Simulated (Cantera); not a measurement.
Charge: 1 mol SiH4, 0.67 mol HCl, 210 mol H2, at 2025 K and 10.0 mbar.

Equilibrium computed with Cantera from the NASA thermochemical tables; the gas is ideal and each condensed phase is pure. Candidate condensed phases: Si; 19 gas species. The tables' values for SiCl are old estimates; treat these amounts as uncertain. Gases not in the tables: Si2H6 and higher silanes. Equilibrium is a limit: real reactors are often held back by kinetics, nucleation or transport.

Base state: H2 0.973, H 0.0190, Si 0.00416, HCl 0.00300, SiH 0.000263, SiH2 8.50e-5, Cl 4.34e-5, SiCl 3.34e-5 (mole fractions); condensed: gas only.

Task: What changes in the equilibrium state with this change: pressure from 10.0 mbar to 3.40 mbar?

Result: 
```json
[
 {"species": "H2", "before": "0.973", "after": "0.960"},
 {"species": "H", "before": "0.0190", "after": "0.0323"},
 {"species": "Si", "before": "0.00416", "after": "0.00436"},
 {"species": "SiH2", "before": "8.50e-5", "after": "2.99e-5"},
 {"species": "SiCl2", "before": "1.54e-5", "after": "5.48e-6"},
 {"species": "Si2", "before": "3.27e-5", "after": "1.22e-5"},
 {"species": "Cl", "before": "4.34e-5", "after": "7.45e-5"}
]
```

Task: What changes in the equilibrium state with this change: H2 from 210 to 1.5 mol?

Result: 
```
species      before    after
----------  -------  -------
H2            0.973    0.845
HCl         0.00300   0.0998
SiCl2       1.54e-5   0.0274
H            0.0190   0.0177
SiCl3         <1e-9  6.27e-5
SiCl        3.34e-5  0.00167
Cl          4.34e-5  0.00155
Si3         4.95e-6  1.36e-5
Si2         3.27e-5  6.40e-5
Si(l), mol        0    0.849
```
The tables' values for SiCl, SiCl3 are old estimates; treat these amounts as uncertain.

Task: What changes in the equilibrium state with this change: pressure from 10.0 mbar to 1.33 mbar?

Result: 
| species | before | after |
|---|---|---|
| H2 | 0.973 | 0.941 |
| H | 0.0190 | 0.0511 |
| Si | 0.00416 | 0.00442 |
| SiH2 | 8.50e-5 | 1.17e-5 |
| SiCl2 | 1.54e-5 | 2.14e-6 |
| Si2 | 3.27e-5 | 4.93e-6 |
